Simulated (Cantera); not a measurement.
A perfectly stirred reactor is fed with 0.486 % CH2O, 0.288 % O2, 99.2 % N2, at 1.01 bar; it is held at 1573 K, and followed from long to short residence time.

Model: GRI-Mech 3.0 (53 species, 325 reactions), integrated in Cantera.

### Question
Predict: x(CH2O) at τ = 2.50 s; x(O2) at τ = 2.50 s; x(CH2O) at τ = 11.0 ms; x(O2) at τ = 11.0 ms; x(HCO) at τ = 11.0 ms.

### Answer
- x(CH2O) at τ = 2.50 s: 7.79e-8
- x(O2) at τ = 2.50 s: 2.49e-6
- x(CH2O) at τ = 11.0 ms: 1.79e-6
- x(O2) at τ = 11.0 ms: 0.000147
- x(HCO) at τ = 11.0 ms: 9.53e-8
